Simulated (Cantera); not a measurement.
What does this Cantera script print?

```python
import numpy as np
import cantera as ct

gas_names = """
    AL ALCL ALCL2 ALCL3 ALO ALOCL ALO2 AL2 AL2CL6 AL2O AL2O2 CL CLO CL2 O O2 O3 Si SiCL SiCL2 SiCL3
    SiCL4 SiO SiO2 Si2 Si3
""".split()
cond_names = """
    AL(cr) AL(L) ALCL3(s) ALCL3(L) AL2O3(a) AL2O3(L) AL2SiO5(an) AL6Si2O13(s) Si(cr) Si(L) SiO2(Lqz)
    SiO2(hqz) SiO2(L)
""".split()


# ... load() reads the species with a 1 bar reference pressure and builds the phases ...
atoms = {
    'Al2O3': {'AL': 2, 'O': 3},
    'SiCl4': {'Si': 1, 'CL': 4},
    'O2': {'O': 2},
    'Cl2': {'CL': 2},
}
top_T = {'AL2SiO5(an)': 2000, 'AL6Si2O13(s)': 2100}  # K; cautious upper limits of use, not melting points


# ... equilibrate(T, P, feed) seeds the gas with the atoms and calls Mixture.equilibrate('TP', solver="vcs", rtol=1e-11, max_steps=5000) ...
results = []
feed = {'Al2O3': 1, 'SiCl4': 0.44, 'O2': 1.1, 'Cl2': 8}  # mol
P = 16  # Pa
for T in [1673, 1723, 1773, 1823, 1873, 1923, 1973]:
    mix = equilibrate(T, P, feed)
    results.append((T, P, feed, dict(zip(mix.species_names, mix.species_moles))))
    x = sorted(zip(gas.X, gas.species_names), reverse=True)
    print(f"T = {T:g} K  P = {P:g} Pa  gas = {mix.phase_moles(0):.4g} mol")
    print("   x: " + "  ".join(f"{s} {v:.3e}" for v, s in x if v > 1e-06))
    print("   condensed (mol): " + ("  ".join(f"{mix.phase(i).name} {mix.phase_moles(i):.4g}"
          for i in range(1, mix.n_phases) if mix.phase_moles(i) > 1e-12) or "none"))
```

It prints:

```
T = 1673 K  P = 16 Pa  gas = 18.32 mol
   x: CL 9.582e-01  O2 3.584e-02  CL2 5.313e-03  O 5.002e-04  ALCL3 1.268e-04  CLO 4.623e-05  ALOCL 9.347e-06  SiO 2.220e-06
   condensed (mol): AL2O3(a) 0.3388  AL6Si2O13(s) 0.22
T = 1723 K  P = 16 Pa  gas = 18.37 mol
   x: CL 9.603e-01  O2 3.557e-02  CL2 3.148e-03  O 8.477e-04  ALCL3 9.602e-05  CLO 4.387e-05  ALOCL 1.941e-05  SiO 1.126e-05  SiO2 2.238e-06  ALCL2 1.547e-06
   condensed (mol): AL2O3(a) 0.3393  AL6Si2O13(s) 0.2199
T = 1773 K  P = 16 Pa  gas = 18.4 mol
   x: CL 9.612e-01  O2 3.525e-02  CL2 1.917e-03  O 1.394e-03  ALCL3 7.356e-05  SiO 5.203e-05  CLO 4.167e-05  ALOCL 3.857e-05  SiO2 6.966e-06  ALCL2 2.723e-06
   condensed (mol): AL2O3(a) 0.3406  AL6Si2O13(s) 0.2195
T = 1823 K  P = 16 Pa  gas = 18.42 mol
   x: CL 9.613e-01  O2 3.487e-02  O 2.227e-03  CL2 1.196e-03  SiO 2.210e-04  ALOCL 7.370e-05  ALCL3 5.702e-05  CLO 3.959e-05  SiO2 2.036e-05  ALCL2 4.635e-06  ALCL 1.091e-06
   condensed (mol): AL2O3(a) 0.3454  AL6Si2O13(s) 0.2178
T = 1873 K  P = 16 Pa  gas = 18.46 mol
   x: CL 9.601e-01  O2 3.450e-02  O 3.471e-03  SiO 8.681e-04  CL2 7.634e-04  ALOCL 1.356e-04  SiO2 5.611e-05  ALCL3 4.455e-05  CLO 3.767e-05  ALCL2 7.633e-06  ALCL 3.357e-06
   condensed (mol): AL2O3(a) 0.3638  AL6Si2O13(s) 0.2115
T = 1923 K  P = 16 Pa  gas = 18.55 mol
   x: CL 9.560e-01  O2 3.458e-02  O 5.320e-03  SiO 3.151e-03  CL2 4.953e-04  ALOCL 2.400e-04  SiO2 1.466e-04  CLO 3.603e-05  ALCL3 3.455e-05  ALCL2 1.204e-05  ALCL 9.606e-06
   condensed (mol): AL2O3(a) 0.429  AL6Si2O13(s) 0.1894
T = 1973 K  P = 16 Pa  gas = 18.79 mol
   x: CL 9.438e-01  O2 3.639e-02  SiO 1.044e-02  O 8.178e-03  ALOCL 4.033e-04  SiO2 3.644e-04  CL2 3.227e-04  CLO 3.508e-05  ALCL3 2.545e-05  ALCL 2.486e-05  ALCL2 1.754e-05
   condensed (mol): AL2O3(a) 0.6402  AL6Si2O13(s) 0.1185
```

Equilibrium computed with Cantera from the NASA thermochemical tables; the gas is ideal and each condensed phase is pure. Mutual solubility and eutectic melting of coexisting phases are not modelled. The tables' values for SiO2, AlCl2 are old estimates; treat these amounts as uncertain. Condensed phases not in the tables: alloys, solid solutions and most ternary compounds.
